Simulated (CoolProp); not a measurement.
Vapour pressure (MPa) of ethanol: the reference equation beside estimates from Tc = 241.6 °C, pc = 6.268 MPa, ω = 0.644. Clausius-Clapeyron is anchored at 50.85 °C with a constant enthalpy of vaporisation of 41.00 kJ/mol.

The numbers come from the reference Helmholtz-energy equation of state, Schroeder 2014 in CoolProp.

```tsv
T (°C)	reference	Lee-Kesler	Clausius-Clapeyron	van der Waals	Redlich-Kwong	Soave-Redlich-Kwong	Peng-Robinson
36.35	0.01477	0.01405	0.01501	0.5514	0.1313	0.01398	0.01525
43.65	0.02153	0.02078	0.02167	0.6298	0.1669	0.02070	0.02234
50.85	0.03063	0.02992	0.03063	0.7143	0.2087	0.02982	0.03186
58.15	0.04300	0.04242	0.04283	0.8074	0.2587	0.04231	0.04479
65.45	___	___	0.05903	0.9082	___	0.05890	0.06183
72.65	0.08034	0.08027	0.07994	1.016	0.3837	0.08022	0.08357
79.95	0.1076	0.1079	0.1074	1.133	0.4612	0.1079	0.1117
87.15	0.1416	0.1423	0.1419	1.257	0.5481	0.1425	0.1465
94.45	0.1847	0.1858	0.1862	1.391	0.6477	0.1862	0.1904
```

Fill in the missing entries.


- 65.45, reference: 0.05936
- 65.45, Lee-Kesler: 0.05899
- 65.45, Redlich-Kwong: 0.3171

Absolute difference from the reference over all 9 rows, mean and median: Lee-Kesler 1.6 and 0.6 %, Clausius-Clapeyron 0.5 and 0.5 %, van der Waals 1717.4 and 1430.0 %, Redlich-Kwong 469.5 and 434.2 %, Soave-Redlich-Kwong 1.8 and 0.8 %, Peng-Robinson 3.7 and 3.8 %.
